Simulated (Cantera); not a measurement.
Charge: 1 mol Si3N4, 0.0048 mol H2O, 7.6 mol H2, held at 36.8 Torr.

Cantera equilibrium calculation (NASA polynomials, part measured and part estimated; ideal gas, pure solids and liquids). Candidate condensed phases: H2O, Si, SiO2, Si2N2O, Si3N4; 35 gas species. Gases not in the tables: Si2H6 and higher silanes. Rates play no part. All values below are at 1600 °C.

Base state: H2 0.789, N2 0.208, H 0.00259, SiO 0.000499, Si 0.000180, SiH2 3.87e-5, SiH 3.30e-5 (mole fractions); condensed: Si(l).

Problem. What changes in the equilibrium state with this change: H2O from 0.0048 to 0.013 mol?

Solution. 
| species | before | after |
|---|---|---|
| H2 | 0.789 | 0.788 |
| N2 | 0.208 | 0.207 |
| H | 0.00259 | 0.00259 |
| SiO | 0.000499 | 0.00135 |
| SiH2 | 3.87e-5 | 3.87e-5 |
| SiH | 3.30e-5 | 3.30e-5 |
| Si | 0.000180 | 0.000180 |
| Si(l), mol | 2.99 | 2.98 |
